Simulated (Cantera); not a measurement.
## Thermodynamics of tantalum, niobium, vanadium and zirconium in process gases, feed V + H2O + N2

Input: 1 mol V, 1.4 mol H2O, 27 mol N2, equilibrated at 2150 K and 0.0270 Torr.

Method: chemical equilibrium by Gibbs-energy minimisation in Cantera with the NASA 1993 tables (ideal gas, pure condensed phases). Candidate condensed phases: H2O, V, VN, VO, V2O3, V2O4, V2O5; 28 gas species. Kinetics and transport are ignored.

```json
{
 "x(N2)": "0.885",
 "x(H)": "0.0711",
 "x(VO)": "0.0162",
 "x(VO2)": "0.0147",
 "x(H2)": "0.0102",
 "x(V)": "0.00196",
 "x(O)": "0.000275",
 "x(H2O)": "6.26e-5",
 "x(OH)": "5.61e-5",
 "gas_amount": "30.49 mol",
 "log10 activity of V(s) (absent)": "-2.43",
 "log10 activity of V2O5(l) (absent)": "-12.95"
}
```
